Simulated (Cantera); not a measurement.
Standard-state values (1 bar) from the NASA 1993 polynomials, evaluated with Cantera. Values are per mole of reaction as written; species without (g) are pure solids or liquids, kept so even where they would boil at 1 bar.

O2(g) + 4 NbO2 ⇌ 2 Nb2O5

```csv
T (K),ΔH° (kJ),ΔS° (J/K),ΔG° (kJ),log10 K
300,-619.3,-148.4,-574.8,100.07
923,-620.8,-148.8,-483.4,27.36
948,?,?,?,?
973,-622.2,-150.3,-476.0,25.55
998,-623.0,-151.2,-472.2,24.71
1023,?,?,?,?
```

Task: Fill in the missing entries.

Result: 
- 948, ΔH° (kJ): -621.5
- 948, ΔS° (J/K): -149.5
- 948, ΔG° (kJ): -479.7
- 948, log10 K: 26.43
- 1023, ΔH° (kJ): -623.9
- 1023, ΔS° (J/K): -152.0
- 1023, ΔG° (kJ): -468.4
- 1023, log10 K: 23.92
